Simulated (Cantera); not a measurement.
What does this Cantera script print?

```python
import numpy as np
import cantera as ct

gas_names = [...]  # 140 gases of nasa_gas.yaml made of C, Fe, H, N, O
cond_names = """
    C(gr) C6H6(L) C7H8(L) C8H18(L),n-octa Fe(a) Fe(c) Fe(d) Fe(L) FeC5O5(L) FeO(s) FeO(L) Fe(OH)2(s)
    Fe(OH)3(s) Fe2O3(s) Fe3O4(s) H2O(s) H2O(L)
""".split()


# ... load() reads the species with a 1 bar reference pressure and builds the phases ...
atoms = {
    'Fe(CO)5': {'Fe': 1, 'C': 5, 'O': 5},
    'O2': {'O': 2},
    'N2': {'N': 2},
    'H2': {'H': 2},
}
top_T = {'C(gr)': 4500, 'Fe2O3(s)': 1830, 'Fe3O4(s)': 1870}  # K; cautious upper limits of use, not melting points


# ... equilibrate(T, P, feed) seeds the gas with the atoms and calls Mixture.equilibrate('TP', solver="vcs", rtol=1e-11, max_steps=5000) ...
results = []
feed = {'Fe(CO)5': 1, 'O2': 0.44, 'N2': 1, 'H2': 0.21}  # mol
P = 100000  # Pa
for T in [973, 1023, 1073, 1123, 1173, 1223, 1273, 1323, 1373, 1423, 1473, 1523, 1573, 1623]:
    mix = equilibrate(T, P, feed)
    results.append((T, P, feed, dict(zip(mix.species_names, mix.species_moles))))

top = {s: max(r[3][s] / sum(r[3][g] for g in gas_names) for r in results) for s in gas_names}
cols = sorted((s for s in top if top[s] > 0.0001), key=lambda s: -top[s])[:9]
seen = [c for c in cond_names if any(r[3].get(c, 0) > 1e-12 for r in results)]
print("log10 of partial pressures in bar; condensed amounts in mol")
print(f"{'T/K':>10s}" + "".join(f"{s[:9]:>10s}" for s in cols + seen))
for T, P, feed, n in results:
    ng = sum(n[g] for g in gas_names)
    print(f"{T:10.4g}" + "".join(f"{np.log10(max(n[s] / ng * P / 1e5, 1e-99)):10.3f}" for s in cols)
          + "".join(f"{n.get(c, 0):10.4g}" for c in seen))
```

Result:

```
log10 of partial pressures in bar; condensed amounts in mol
       T/K        CO       CO2        N2        H2       H2O       CH4     C(gr)     Fe(a)     Fe(c)    FeO(s)
       973    -0.302    -0.602    -0.684    -1.482    -1.990    -3.855     1.378         0         0         1
      1023    -0.186    -0.819    -0.787    -1.538    -2.287    -4.201   0.08045         1         0         0
      1073    -0.175    -0.865    -0.793    -1.546    -2.271    -4.766         0         1         0         0
      1123    -0.174    -0.868    -0.793    -1.558    -2.213    -5.348         0         1         0         0
      1173    -0.174    -0.870    -0.793    -1.570    -2.162    -5.882         0         1         0         0
      1223    -0.173    -0.876    -0.793    -1.581    -2.120    -6.368         0         0     0.993  0.006983
      1273    -0.170    -0.891    -0.793    -1.590    -2.092    -6.798         0         0    0.9683    0.0317
      1323    -0.167    -0.905    -0.793    -1.598    -2.067    -7.195         0         0    0.9456   0.05443
      1373    -0.165    -0.919    -0.793    -1.605    -2.046    -7.562         0         0    0.9246   0.07538
      1423    -0.162    -0.932    -0.793    -1.612    -2.027    -7.903         0         0    0.9052   0.09476
      1473    -0.160    -0.944    -0.793    -1.619    -2.009    -8.220         0         0    0.8873    0.1127
      1523    -0.158    -0.956    -0.793    -1.626    -1.994    -8.515         0         0    0.8706    0.1294
      1573    -0.157    -0.967    -0.793    -1.632    -1.981    -8.790         0         0     0.855     0.145
      1623    -0.155    -0.978    -0.793    -1.637    -1.968    -9.048         0         0    0.8405    0.1595
```

Method: chemical equilibrium by Gibbs-energy minimisation in Cantera with the NASA 1993 tables (ideal gas, pure condensed phases). Mutual solubility and eutectic melting of coexisting phases are not modelled. The tables' stoichiometric FeO is somewhat more stable than real wüstite, so its field is too wide. FeO: taken at fixed stoichiometry. Condensed phases not in the tables: cementite and carbon dissolved in iron.
